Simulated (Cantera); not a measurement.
A Cantera script and what it prints.

```python
import numpy as np
import cantera as ct

gas_names = """
    B BH BH2 BH3 BN BO BO2 B2 B2O B2O2 B2O3 B3O3H3 H HBO HBO2 HNO HNO2 HNO3 HO2 H2 H2O H2O2 H3B3O6 N NH
    NH2 NH3 NH2OH NO NO2 NO3 N2 N2H2 N2H4 N2O O OH O2 O3
""".split()
cond_names = """
    B(b) B(L) BN(s) B2O3(L) B3O3H3(cr) H2O(s) H2O(L)
""".split()


# ... load() reads the species with a 1 bar reference pressure and builds the phases ...
atoms = {
    'B': {'B': 1},
    'O2': {'O': 2},
    'H2': {'H': 2},
    'NH3': {'N': 1, 'H': 3},
}
top_T = {'BN(s)': 3200}  # K; cautious upper limits of use, not melting points


# ... equilibrate(T, P, feed) seeds the gas with the atoms and calls Mixture.equilibrate('TP', solver="vcs", rtol=1e-11, max_steps=5000) ...
results = []
feed = {'B': 1, 'O2': 0.82, 'H2': 79, 'NH3': 9.3}  # mol
T = 1000  # K
for P in [10, 32, 100, 320, 1000, 3200, 10000, 32000, 100000]:
    mix = equilibrate(T, P, feed)
    results.append((T, P, feed, dict(zip(mix.species_names, mix.species_moles))))
    x = sorted(zip(gas.X, gas.species_names), reverse=True)
    print(f"T = {T:g} K  P = {P:g} Pa  gas = {mix.phase_moles(0):.4g} mol")
    print("   x: " + "  ".join(f"{s} {v:.3e}" for v, s in x if v > 1e-06))
    print("   condensed (mol): " + ("  ".join(f"{mix.phase(i).name} {mix.phase_moles(i):.4g}"
          for i in range(1, mix.n_phases) if mix.phase_moles(i) > 1e-12) or "none"))
```

Output:

```
T = 1000 K  P = 10 Pa  gas = 97.6 mol
   x: H2 9.509e-01  N2 4.764e-02  H2O 1.386e-03  HBO2 9.759e-05
   condensed (mol): B2O3(L) 0.4952
T = 1000 K  P = 32 Pa  gas = 97.6 mol
   x: H2 9.509e-01  N2 4.764e-02  H2O 1.407e-03  HBO2 5.497e-05
   condensed (mol): B2O3(L) 0.4973
T = 1000 K  P = 100 Pa  gas = 97.6 mol
   x: H2 9.509e-01  N2 4.764e-02  H2O 1.419e-03  HBO2 3.123e-05
   condensed (mol): B2O3(L) 0.4985
T = 1000 K  P = 320 Pa  gas = 97.6 mol
   x: H2 9.509e-01  N2 4.764e-02  H2O 1.426e-03  HBO2 1.750e-05
   condensed (mol): B2O3(L) 0.4991
T = 1000 K  P = 1000 Pa  gas = 97.6 mol
   x: H2 9.509e-01  N2 4.764e-02  H2O 1.429e-03  HBO2 9.911e-06  NH3 1.178e-06
   condensed (mol): B2O3(L) 0.4995
T = 1000 K  P = 3200 Pa  gas = 97.6 mol
   x: H2 9.509e-01  N2 4.764e-02  H2O 1.431e-03  HBO2 5.544e-06  NH3 3.771e-06
   condensed (mol): B2O3(L) 0.4997
T = 1000 K  P = 10000 Pa  gas = 97.6 mol
   x: H2 9.508e-01  N2 4.760e-02  H2O 1.551e-03  NH3 1.178e-05  HBO2 3.265e-06
   condensed (mol): BN(s) 0.007731  B2O3(L) 0.4959
T = 1000 K  P = 32000 Pa  gas = 97.57 mol
   x: H2 9.503e-01  N2 4.736e-02  H2O 2.280e-03  NH3 3.756e-05  HBO2 2.213e-06  H3B3O6 1.716e-06
   condensed (mol): BN(s) 0.05523  B2O3(L) 0.472
T = 1000 K  P = 100000 Pa  gas = 97.53 mol
   x: H2 9.496e-01  N2 4.699e-02  H2O 3.322e-03  NH3 1.168e-04  H3B3O6 5.335e-06  HBO2 1.511e-06
   condensed (mol): BN(s) 0.1233  B2O3(L) 0.4375
```

These are equilibrium values from Cantera (NASA tables, ideal gas, pure condensed phases), not measurements of a reactor. Gases not in the tables: H3BO3.
